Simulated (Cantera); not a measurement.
Charge: 1 mol SiCl4, 0.052 mol CH4, 30 mol H2, held at 11.0 mbar.

These are equilibrium values from Cantera (NASA tables, ideal gas, pure condensed phases), not measurements of a reactor. Candidate condensed phases: C, C6H6, C7H8, C8H18, Si, SiC; 109 gas species. Mutual solubility and eutectic melting of coexisting phases are not modelled. The tables' values for SiCl3, SiCl are old estimates; treat these amounts as uncertain. Gases not in the tables: Si2H6 and higher silanes. Rates play no part.

x: gas mole fraction; n: condensed amount in mol.

| T (K) | x H2 | x H | x HCl | x SiCl2 | x Si | x SiCl4 | x Cl | n Si(s) | n SiC(s) | n Si(l) |
|---|---|---|---|---|---|---|---|---|---|---|
| 1073 | 0.935 | 1.29e-7 | 0.0402 | 0.00337 | <1e-12 | 0.0154 | 5.03e-9 | 0.160 | 0.0520 | 0 |
| 1173 | 0.915 | 1.08e-6 | 0.0635 | 0.0100 | 4.50e-11 | 0.00684 | 6.53e-8 | 0.252 | 0.0520 | 0 |
| 1273 | 0.902 | 6.46e-6 | 0.0767 | 0.0169 | 1.64e-9 | 0.00157 | 4.66e-7 | 0.269 | 0.0520 | 0 |
| 1373 | 0.899 | 3.01e-5 | 0.0794 | 0.0202 | 3.53e-8 | 0.000268 | 2.20e-6 | 0.251 | 0.0520 | 0 |
| 1473 | 0.898 | 0.000114 | 0.0789 | 0.0218 | 4.98e-7 | 5.03e-5 | 8.14e-6 | 0.226 | 0.0520 | 0 |
| 1573 | 0.899 | 0.000367 | 0.0778 | 0.0228 | 5.00e-6 | 1.13e-5 | 2.53e-5 | 0.203 | 0.0520 | 0 |
| 1673 | 0.898 | ___ | 0.0767 | 0.0236 | ___ | ___ | ___ | ___ | 0.0520 | 0 |
| 1773 | 0.895 | 0.00257 | 0.0790 | 0.0224 | 0.000194 | 9.44e-7 | 0.000174 | 0 | 0.0519 | 0.211 |
| 1873 | 0.890 | 0.00581 | 0.0814 | 0.0208 | 0.000802 | 3.32e-7 | 0.000402 | 0 | 0.0516 | 0.230 |
| 1973 | 0.881 | 0.0121 | 0.0829 | 0.0193 | 0.00287 | 1.27e-7 | 0.000849 | 0 | 0.0496 | 0.185 |
| 2073 | 0.862 | 0.0233 | 0.0838 | 0.0172 | 0.00868 | 5.13e-8 | 0.00167 | 0 | 0.0409 | 0 |
| 2173 | 0.834 | ___ | 0.0924 | ___ | ___ | ___ | ___ | 0 | ___ | 0 |
| 2273 | 0.797 | 0.0715 | 0.0969 | 0.00595 | 0.0187 | 6.06e-9 | 0.00628 | 0 | 0 | 0 |
| 2373 | 0.750 | 0.115 | 0.0960 | 0.00280 | 0.0220 | 1.58e-9 | 0.0105 | 0 | 0 | 0 |

**Question.** What belongs in the gaps?

**Answer.** 
- 2173, x H: 0.0420
- 2173, x SiCl2: 0.0109
- 2173, x Si: 0.0138
- 2173, x SiCl4: 1.92e-8
- 2173, x Cl: 0.00340
- 2173, n SiC(s): 0.0204
- 1673, x H: 0.00103
- 1673, x Si: 3.80e-5
- 1673, x SiCl4: 3.01e-6
- 1673, x Cl: 6.86e-5
- 1673, n Si(s): 0.181
